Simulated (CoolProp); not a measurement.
Saturation properties of hexamethyldisiloxane (MM) (Tc = 245.6 °C, pc = 19.31 bar, ω = 0.418).

Model: reference Helmholtz-energy equation of state, Thol 2016, in CoolProp.

| T (°C) | p (bar) | liquid density (kg/m³) | vapour density (kg/m³) | enthalpy of vaporisation (kJ/kg) | surface tension (mN/m) |
|---|---|---|---|---|---|
| 23.55 | 0.05178 | 761.0 | 0.3434 | 229.5 | 15.6 |
| 28.95 | 0.06790 | ___ | 0.4431 | 227.1 | 15.1 |
| 34.35 | 0.08800 | 749.6 | 0.5652 | 224.6 | ___ |
| 39.75 | 0.1128 | 743.8 | 0.7134 | 222.2 | 14.1 |
| 45.15 | ___ | 738.0 | 0.8917 | 219.7 | 13.7 |
| 50.55 | ___ | 732.1 | 1.104 | 217.2 | 13.2 |
| 55.95 | 0.2235 | 726.2 | ___ | 214.7 | 12.7 |
| 61.35 | 0.2757 | 720.2 | 1.651 | 212.2 | 12.3 |
| 66.65 | 0.3360 | 714.3 | 1.989 | 209.6 | 11.8 |
| 72.05 | 0.4079 | 708.2 | 2.388 | 207.0 | 11.4 |
| 77.45 | 0.4916 | ___ | 2.847 | 204.4 | 10.9 |
| 82.85 | 0.5884 | 695.8 | 3.374 | 201.7 | 10.5 |
| 88.25 | 0.6996 | 689.5 | 3.975 | 199.0 | 10.0 |

Task: Some entries are withheld; supply them.

Result: 
- 28.95, liquid density (kg/m³): 755.3
- 34.35, surface tension (mN/m): 14.6
- 45.15, p (bar): 0.1430
- 50.55, p (bar): 0.1796
- 55.95, vapour density (kg/m³): 1.356
- 77.45, liquid density (kg/m³): 702.0

It boils at 100.5 °C under 1 atm.

Surface tension comes from a separate correlation (Mulero 2014), older than this fluid's equation and unchecked against measurements.
